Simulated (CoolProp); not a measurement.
R115 along the isotherm 327.3 K: Z from the reference equation and from simpler models built on Tc = 353.1 K, pc = 3.129 MPa, ω = 0.248; each cubic takes its own stable root.

Computed with CoolProp (reference Helmholtz-energy equation of state, Lemmon 2016).

```csv
p (MPa),phase,reference
0.711,gas,0.8953
1.42,gas,0.7585
2.13,liquid,0.1075
2.84,liquid,0.1409
3.56,liquid,0.1740
4.27,liquid,0.2061
4.98,liquid,0.2377
5.69,liquid,0.2689
6.4,liquid,0.2998
7.11,liquid,0.3304
7.82,liquid,0.3606
```

How far does each simpler model (van der Waals, Peng-Robinson) lie from the reference over these 11 states: mean and median of the absolute difference, and the worst?


- van der Waals: mean 81.5 %, median 45.8 %, worst +505.1 % at 327.3 K and 2.13 MPa
- Peng-Robinson: mean 2.3 %, median 2.2 %, worst -4.3 % at 327.3 K and 7.82 MPa

At some of these states van der Waals gives the other phase, because its saturation line lies elsewhere.
